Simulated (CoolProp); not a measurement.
Values from CoolProp's reference Helmholtz-energy equation of state, Tillner-Roth 1997.

For CH2F2 (R32), give the phase and the density (kg/m³), isothermal compressibility (1/MPa), expansivity (1/kK), conductivity (mW/(m K)) at -72.15 °C and 12.9 MPa.


- -72.15 °C and 12.9 MPa: liquid; density 1290, isothermal compressibility 0.000974, expansivity 1.90, conductivity 212

Thermal conductivity comes from a separate model (Huber 2003), an estimate that may be off by 10 % or more.
